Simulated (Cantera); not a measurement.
# Equilibrium for silicon oxide and oxynitride deposition: Si₂H₆ + O₂ + N₂ + O₃

Feed: 1 mol Si₂H₆, 0.62 mol O₂, 4.1 mol N₂, a varied amount of O₃, at 648 K and 0.540 bar.

Method: chemical equilibrium by Gibbs-energy minimisation in Cantera with the NASA 1993 tables (ideal gas, pure condensed phases). Candidate condensed phases: H₂O, Si, SiO₂, Si₂N₂O, Si₃N₄; 35 gas species. The feed counts by its element totals alone. N₂ is the only nitrogen source here; it is nearly inert below about 1500 K, so the nitride shown seldom forms there in practice. Equilibrium is a limit: real reactors are often held back by kinetics, nucleation or transport.

```csv
n(O₃) (mol),log p N₂,log p O₂,log p H₂,log p H₂O,n SiO₂(α-quartz),n Si₂N₂O(s)
0.86,-0.51,<-12,-0.64,-5.89,1.88,0.0600
1.2,-0.51,<-12,-0.79,-1.19,2.00,0
1.7,-0.51,<-12,-1.30,-0.75,2.00,0
2.4,-0.55,-1.30,<-12,-0.68,2.00,0
3.4,-0.62,-0.89,<-12,-0.76,2.00,0
4.8,-0.71,-0.69,<-12,-0.85,2.00,0
6.8,-0.81,-0.56,<-12,-0.95,2.00,0
```
log p: log10 of the partial pressure in bar; n: condensed amount in mol.

At 0.86 mol O₃ the condensed part is SiO₂(α-quartz) + Si₂N₂O(s). From 1.2 mol O₃ to 6.8 mol O₃ the condensed part is SiO₂(α-quartz).
